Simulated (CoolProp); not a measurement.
Vapour-liquid equilibrium of R143a (1) + propane (2) at 3.45 °C; x and y are mole fractions of (1).

Computed with CoolProp (multi-fluid Helmholtz-energy mixture model, Lemmon and Jacobsen 2000 and Lemmon 2009; pair parameters Bell 2016).

```json
[
 {"x": "0.05", "bubble pressure (MPa)": "0.6006", "y at the bubble point": "0.149", "dew pressure at overall composition x (MPa)": "?", "liquid density (mol/L)": "?"},
 {"x": "0.125", "bubble pressure (MPa)": "0.6796", "y at the bubble point": "0.282", "dew pressure at overall composition x (MPa)": "0.5878", "liquid density (mol/L)": "11.73"},
 {"x": "0.2", "bubble pressure (MPa)": "0.7320", "y at the bubble point": "0.365", "dew pressure at overall composition x (MPa)": "0.6297", "liquid density (mol/L)": "?"},
 {"x": "0.275", "bubble pressure (MPa)": "0.7672", "y at the bubble point": "0.424", "dew pressure at overall composition x (MPa)": "0.6751", "liquid density (mol/L)": "11.59"},
 {"x": "0.35", "bubble pressure (MPa)": "0.7910", "y at the bubble point": "0.470", "dew pressure at overall composition x (MPa)": "0.7226", "liquid density (mol/L)": "?"},
 {"x": "0.425", "bubble pressure (MPa)": "0.8069", "y at the bubble point": "0.509", "dew pressure at overall composition x (MPa)": "0.7680", "liquid density (mol/L)": "11.52"},
 {"x": "0.5", "bubble pressure (MPa)": "0.8168", "y at the bubble point": "0.547", "dew pressure at overall composition x (MPa)": "0.8036", "liquid density (mol/L)": "11.51"},
 {"x": "0.575", "bubble pressure (MPa)": "0.8213", "y at the bubble point": "0.586", "dew pressure at overall composition x (MPa)": "0.8206", "liquid density (mol/L)": "11.53"},
 {"x": "0.65", "bubble pressure (MPa)": "0.8201", "y at the bubble point": "0.628", "dew pressure at overall composition x (MPa)": "0.8174", "liquid density (mol/L)": "11.57"},
 {"x": "0.725", "bubble pressure (MPa)": "0.8123", "y at the bubble point": "0.677", "dew pressure at overall composition x (MPa)": "0.7994", "liquid density (mol/L)": "?"},
 {"x": "0.8", "bubble pressure (MPa)": "0.7958", "y at the bubble point": "0.736", "dew pressure at overall composition x (MPa)": "0.7729", "liquid density (mol/L)": "11.72"},
 {"x": "0.875", "bubble pressure (MPa)": "?", "y at the bubble point": "0.812", "dew pressure at overall composition x (MPa)": "0.7423", "liquid density (mol/L)": "11.83"},
 {"x": "0.95", "bubble pressure (MPa)": "0.7266", "y at the bubble point": "?", "dew pressure at overall composition x (MPa)": "0.7103", "liquid density (mol/L)": "11.95"}
]
```

Question: Complete the blanks.

Answer: 
- 0.05, dew pressure at overall composition x (MPa): 0.5497
- 0.05, liquid density (mol/L): 11.82
- 0.2, liquid density (mol/L): 11.65
- 0.35, liquid density (mol/L): 11.54
- 0.725, liquid density (mol/L): 11.64
- 0.875, bubble pressure (MPa): 0.7684
- 0.95, y at the bubble point: 0.912

y crosses x between x = 0.575 and 0.65: the model has an azeotrope there.

The pair parameters rest on a limited set of measurements; away from them the model extrapolates.
